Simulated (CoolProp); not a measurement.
Vapour-liquid equilibrium of nitrogen (1) + carbon monoxide (2) at 0.587 bar; x and y are mole fractions of (1).

Values from CoolProp's multi-fluid Helmholtz-energy mixture model, Span 2000 and Lemmon 2006; pair parameters Gernert 2013.

Give the bubble temperature and the first vapour's composition at x = 0.65, 0.875, 0.95. Is there an azeotrope?

x = 0.65: -199.1 °C, y = 0.756; x = 0.875: -199.8 °C, y = 0.915; x = 0.95: -200.0 °C, y = 0.966. No azeotrope shows between x = 0.05 and 0.95.

The pair parameters rest on a limited set of measurements; away from them the model extrapolates.
